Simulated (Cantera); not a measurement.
Reactions in the system Cl-Fe-H

Source: NASA polynomial tables (part measured, part estimated), evaluated in Cantera. Values are per mole of reaction as written; species without (g) are pure solids or liquids, kept so even where they would boil at 1 bar.

Fe₂Cl₆(g) = 2 Fe + 6 Cl(g)

| T (K) | ΔH° (kJ) | ΔS° (J/K) | ΔG° (kJ) | log10 K |
|---|---|---|---|---|
| 300 | 1382.2 | 508.9 | 1229.5 | -214.08 |
| 473 | 1384.2 | 514.0 | 1141.1 | -126.01 |
| 573 | 1386.0 | 517.4 | 1089.5 | -99.32 |
| 673 | 1388.1 | 520.8 | 1037.6 | -80.53 |
| 773 | 1390.5 | 524.2 | 985.3 | -66.58 |
| 873 | 1393.5 | 527.8 | 932.7 | -55.81 |
| 973 | 1397.6 | 532.2 | 879.8 | -47.23 |

2 H(g) + FeCl₂ = Fe + 2 HCl(g)

| T (K) | ΔH° (kJ) | ΔS° (J/K) | ΔG° (kJ) | log10 K | condensed phases |
|---|---|---|---|---|---|
| 300 | -278.8 | 53.5 | -294.9 | 51.34 | FeCl₂(s), Fe(α) |
| 473 | -284.9 | 37.6 | -302.7 | 33.42 | FeCl₂(s), Fe(α) |
| 573 | -288.3 | 31.0 | -306.1 | 27.90 | FeCl₂(s), Fe(α) |
| 673 | -291.7 | 25.6 | -308.9 | 23.98 | FeCl₂(s), Fe(α) |
| 773 | -294.8 | 21.3 | -311.3 | 21.03 | FeCl₂(s), Fe(α) |
| 873 | -297.6 | 17.9 | -313.2 | 18.74 | FeCl₂(s), Fe(α) |
| 973 | -343.1 | -30.1 | -313.8 | 16.85 | FeCl₂(l), Fe(α) |
